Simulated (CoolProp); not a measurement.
Vapour-liquid equilibrium of ethylbenzene (1) + p-xylene (2) at 0.0522 MPa; x and y are mole fractions of (1).

Model: multi-fluid Helmholtz-energy mixture model, Zhou 2012 and Zhou 2012; pair parameters Bell 2016, in CoolProp.

| x | bubble temperature, mixture model (K) | bubble temperature, Raoult's law (K) | y, mixture model | y, Raoult's law |
|---|---|---|---|---|
| 0.05 | 388.1 | 388.2 | 0.054 | 0.053 |
| 0.2 | 387.7 | 387.9 | 0.212 | 0.210 |
| 0.35 | 387.4 | 387.6 | 0.365 | 0.364 |
| 0.5 | 387.1 | 387.3 | 0.514 | 0.516 |
| 0.65 | 386.8 | 387.0 | 0.661 | 0.664 |
| 0.8 | 386.6 | 386.7 | 0.808 | 0.810 |
| 0.95 | 386.3 | 386.4 | 0.952 | 0.953 |

The largest gap from Raoult's law is -0.2 K in bubble temperature, at x = 0.35. No azeotrope shows between x = 0.05 and 0.95.

The pair parameters rest on a limited set of measurements; away from them the model extrapolates.
